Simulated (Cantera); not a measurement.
Source: NASA polynomial tables (part measured, part estimated), evaluated in Cantera. Values are per mole of reaction as written; species without (g) are pure solids or liquids, kept so even where they would boil at 1 bar. TiC: taken at fixed stoichiometry.

3 CH4(g) + TiC = Ti + 4 CH3(g), with ΔH° = 995.6 kJ and ΔS° = 223.7 J/K at 300 K.

How far is the shortcut ΔG° ≈ ΔH°(300 K) − T·ΔS°(300 K) from the full temperature-dependent value at 1873, 1948, 2023, 2098, 2173, 2248, 2323, 2398, 2473, 2548 K?


```csv
T (K),shortcut (kJ),full (kJ),difference (kJ),difference in log10 K,condensed phases
1873,576.7,546.0,30.7,-0.86,"TiC(s), Ti(β)"
1948,559.9,528.0,31.9,-0.85,"TiC(s), Ti(l)"
2023,543.1,509.6,33.5,-0.87,"TiC(s), Ti(l)"
2098,526.3,491.2,35.1,-0.87,"TiC(s), Ti(l)"
2173,509.6,472.9,36.7,-0.88,"TiC(s), Ti(l)"
2248,492.8,454.6,38.1,-0.89,"TiC(s), Ti(l)"
2323,476.0,436.5,39.5,-0.89,"TiC(s), Ti(l)"
2398,459.2,418.3,40.9,-0.89,"TiC(s), Ti(l)"
2473,442.5,400.3,42.2,-0.89,"TiC(s), Ti(l)"
2548,425.7,382.3,43.4,-0.89,"TiC(s), Ti(l)"
```
The shortcut ignores heat capacities and the phase changes listed.
